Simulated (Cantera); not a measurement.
Feed: 1 mol PbO, 0.043 mol CO, a varied amount of H₂, held at 975 °C and 30.8 Torr.

Method: chemical equilibrium by Gibbs-energy minimisation in Cantera with the NASA 1993 tables (ideal gas, pure condensed phases). Candidate condensed phases: C, C₆H₆, C₇H₈, C₈H₁₈, H₂O, Pb, PbO, PbO₂, Pb₃O₄; 113 gas species. Kinetics and transport are ignored.

x: gas mole fraction; n: condensed amount in mol.

| n(H₂) (mol) | x H₂ | x H₂O | x Pb | x CO₂ | x CO | x PbO | x H | n Pb(l) |
|---|---|---|---|---|---|---|---|---|
| 1.3 | 0.237 | 0.701 | 0.0318 | 0.0203 | 0.0107 | … | 1.12e-6 | 0.956 |
| 1.8 | 0.430 | 0.516 | 0.0318 | 0.00982 | 0.0128 | … | 1.52e-6 | 0.940 |
| 2.5 | 0.576 | 0.376 | 0.0318 | 0.00483 | 0.0115 | … | 1.75e-6 | 0.917 |
| 3.5 | 0.686 | 0.271 | 0.0318 | 0.00238 | 0.00937 | … | 1.91e-6 | 0.884 |
| 5 | 0.769 | 0.191 | 0.0318 | 0.00113 | 0.00712 | … | 2.03e-6 | 0.834 |
| 7 | 0.825 | 0.137 | 0.0318 | 0.000569 | 0.00534 | … | 2.10e-6 | 0.769 |
| 9.8 | 0.866 | 0.0981 | 0.0318 | 0.000287 | 0.00394 | … | 2.15e-6 | 0.677 |
| 14 | 0.896 | 0.0688 | 0.0318 | 0.000139 | 0.00283 | … | 2.19e-6 | 0.539 |
| 19 | 0.915 | 0.0508 | 0.0318 | 7.52e-5 | 0.00211 | … | 2.21e-6 | 0.375 |
| 27 | 0.931 | 0.0358 | 0.0318 | 3.71e-5 | 0.00150 | … | 2.23e-6 | 0.112 |
| 38 | 0.948 | 0.0256 | 0.0256 | 1.88e-5 | 0.00108 | … | 2.25e-6 | 0 |

Task: Fill in the missing entries.

Result: 
- 1.3, x PbO: 4.89e-6
- 1.8, x PbO: 1.98e-6
- 2.5, x PbO: 1.08e-6
- 3.5, x PbO: 6.52e-7
- 5, x PbO: 4.10e-7
- 7, x PbO: 2.74e-7
- 9.8, x PbO: 1.87e-7
- 14, x PbO: 1.27e-7
- 19, x PbO: 9.15e-8
- 27, x PbO: 6.34e-8
- 38, x PbO: 3.59e-8
